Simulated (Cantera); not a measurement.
A Cantera script and its output.

```python
import numpy as np
import cantera as ct

gas = ct.Solution("gri30.yaml")
gas.TPX = 1725, 3000, {'CH4': 0.013, 'H2': 0.12}
inlet = ct.Reservoir(gas, clone=True)

reactor = ct.IdealGasConstPressureReactor(gas, energy="off", clone=False)
exhaust = ct.Reservoir(gas, clone=True)
tau = [1.8, 0.92, 0.46, 0.23, 0.11, 0.057, 0.029, 0.014, 0.0071, 0.0036][0]
for a, b in ((inlet, reactor), (reactor, exhaust)):
    ct.MassFlowController(a, b, mdot=lambda t: reactor.mass / tau)
net = ct.ReactorNet([reactor])
show = ['CH4', 'H2', 'H', 'CH3', 'C2H6']

rows = []
print(f"{'tau/s':>10s}{'T/K':>9s}" + "".join(f"{s:>11s}" for s in show))
for tau in [1.8, 0.92, 0.46, 0.23, 0.11, 0.057, 0.029, 0.014, 0.0071, 0.0036]:
    net.initial_time = 0.0
    net.advance(30 * tau)
    before = gas.X
    net.advance(40 * tau)
    drift = np.max(np.abs(gas.X - before) / (gas.X + 1e-9))
    rows.append([gas.T, *gas[show].X, drift])
    print(f"{tau:10.3e}{gas.T:9.1f}" + "".join(f"{x:11.3e}" for x in gas[show].X))
```

Result:

```
     tau/s      T/K        CH4         H2          H        CH3       C2H6
 1.800e+00   1725.0  2.099e-02  9.429e-01  9.077e-04  4.084e-04  1.701e-06
 9.200e-01   1725.0  2.891e-02  9.386e-01  8.671e-04  5.395e-04  3.049e-06
 4.600e-01   1725.0  3.936e-02  9.329e-01  8.221e-04  7.001e-04  5.292e-06
 2.300e-01   1725.0  5.174e-02  9.261e-01  7.756e-04  8.739e-04  8.512e-06
 1.100e-01   1725.0  6.572e-02  9.184e-01  7.244e-04  1.044e-03  1.259e-05
 5.700e-02   1725.0  7.713e-02  9.122e-01  6.733e-04  1.146e-03  1.573e-05
 2.900e-02   1725.0  8.635e-02  9.072e-01  6.052e-04  1.160e-03  1.693e-05
 1.400e-02   1725.0  9.283e-02  9.039e-01  4.937e-04  1.021e-03  1.432e-05
 7.100e-03   1725.0  9.594e-02  9.025e-01  3.446e-04  7.381e-04  8.468e-06
 3.600e-03   1725.0  9.711e-02  9.022e-01  1.973e-04  4.282e-04  3.194e-06
```

Computed with Cantera and GRI-Mech 3.0 (53 species, 325 reactions). GRI-Mech 3.0 stops at C3 and has no aromatics, soot or wall deposition, so with more carbon than oxygen in the feed, carbon stays in small species such as C2H2 where larger ones or solid carbon would form. Radical loss at walls, strong at low pressure, is not modelled.
